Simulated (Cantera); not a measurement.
A closed system holds: 1 mol Ta(OEt)5, 0.069 mol O2, held at 950 K and 5.18 Torr.

Method: chemical equilibrium by Gibbs-energy minimisation in Cantera with the NASA 1993 tables (ideal gas, pure condensed phases). Candidate condensed phases: C, C6H6, C7H8, C8H18, H2O, Ta, TaC, Ta2O5; 113 gas species. The feed counts by its element totals alone. Kinetics and transport are ignored.

Base state: H2 0.825, CO 0.173, H2O 0.000920, CH4 0.000787, CO2 0.000346 (mole fractions); condensed: C(graphite) + Ta2O5(s).

Task: What changes in the equilibrium state with this change: O2 from 0.069 to 9.4 mol?

Result: 
```json
[
 {"species": "H2", "before": "0.825", "after": "0.312"},
 {"species": "CO2", "before": "0.000346", "after": "0.259"},
 {"species": "H2O", "before": "0.000920", "after": "0.243"},
 {"species": "CO", "before": "0.173", "after": "0.186"},
 {"species": "CH4", "before": "0.000787", "after": "1.73e-7"},
 {"species": "C(graphite), mol", "before": "7.37", "after": "0"},
 {"species": "Ta2O5(s), mol", "before": "0.500", "after": "0.500"}
]
```
